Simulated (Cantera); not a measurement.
A closed system holds: 1 mol Cu, 2.4 mol F2, 47 mol N2, at 1023 K and 7.50 Torr.

Cantera equilibrium calculation (NASA polynomials, part measured and part estimated; ideal gas, pure solids and liquids). Candidate condensed phases: Cu, CuF2; 11 gas species. Rates play no part.

Base state: N2 0.943, F 0.0525, CuF2 0.00237, F2 0.00183 (mole fractions); condensed: CuF2(s).

Problem. What changes in the equilibrium state with this change: F2 from 2.4 to 0.6 mol?

Solution. 
```tsv
species	before	after
N2	0.943	0.995
CuF	<1e-9	0.00251
CuF2	0.00237	0.00237
F	0.0525	1.77e-9
F2	0.00183	<1e-9
CuF2(s), mol	0.882	0.428
Cu(s), mol	0	0.341
```
Mutual solubility and eutectic melting of coexisting phases are not modelled.

Problem. What changes in the equilibrium state with this change: temperature from 1023 K to 1398.15 K?

Solution. 
```tsv
species	before	after
N2	0.943	0.925
F	0.0525	0.0551
CuF2	0.00237	0.0197
CuF	<1e-9	2.74e-5
F2	0.00183	1.08e-5
CuF2(s), mol	0.882	0
```

Problem. What changes in the equilibrium state with this change: temperature from 1023 K to 925 K?

Solution. 
```
species        before     after
------------  -------  --------
N2              0.943     0.952
F              0.0525    0.0401
F2            0.00183   0.00830
CuF2          0.00237  0.000101
NF3           2.20e-7   1.06e-5
CuF2(s), mol    0.882     0.995
```
